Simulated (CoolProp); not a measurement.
R134a along the isotherm 126.85 °C: fugacity coefficient from the reference equation and from simpler models built on Tc = 101.1 °C, pc = 4.059 MPa, ω = 0.327; each cubic takes its own stable root.

Model: reference Helmholtz-energy equation of state, Tillner-Roth 1994, in CoolProp.

| p (MPa) | phase | reference |
|---|---|---|
| 0.0193 | gas | 0.9987 |
| 0.0342 | gas | 0.9977 |
| 0.0609 | gas | 0.9958 |
| 0.108 | gas | 0.9926 |
| 0.193 | gas | 0.9868 |
| 0.342 | gas | 0.9767 |
| 0.609 | gas | 0.9587 |
| 1.08 | gas | 0.9273 |
| 1.93 | gas | 0.8715 |
| 3.42 | gas | 0.7762 |
| 6.09 | supercritical | 0.6093 |

Question: How far does each simpler model (van der Waals, Redlich-Kwong) lie from the reference over these 11 states: mean and median of the absolute difference, and the worst?

Answer: 
- van der Waals: mean 0.4 %, median 0.2 %, worst +1.7 % at 126.85 °C and 3.42 MPa
- Redlich-Kwong: mean 0.2 %, median 0.0 %, worst -1.1 % at 126.85 °C and 6.09 MPa
